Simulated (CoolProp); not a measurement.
The fluid at 374.92 K and 0.134 MPa (gas) is heated at constant pressure to 425.5 K. The same conditions are run with several fluids, on thermodynamics alone (safety and materials aside).

Values from CoolProp's reference Helmholtz-energy equation of state of each fluid (C3F8 (R218): Lemmon 2006; cyclopropane: Polt 1992; R143a: Lemmon and Jacobsen 2000; R142b: Lemmon 2006; isobutane: Bücker 2006). The equations of Platzer and Polt are older, rougher fits.

Task: Rank C3F8 (R218), cyclopropane, R143a, R142b, isobutane by heat (kJ/kg), highest first.

Result: isobutane (109), cyclopropane (92.9), R143a (57.1), R142b (50.6), C3F8 (R218) (47.1)

```json
[
 {"fluid": "C3F8 (R218)", "final density (kg/m³)": "7.18"},
 {"fluid": "cyclopropane", "final density (kg/m³)": "1.60"},
 {"fluid": "R143a", "final density (kg/m³)": "3.20"},
 {"fluid": "R142b", "final density (kg/m³)": "3.85"},
 {"fluid": "isobutane", "final density (kg/m³)": "2.23"}
]
```
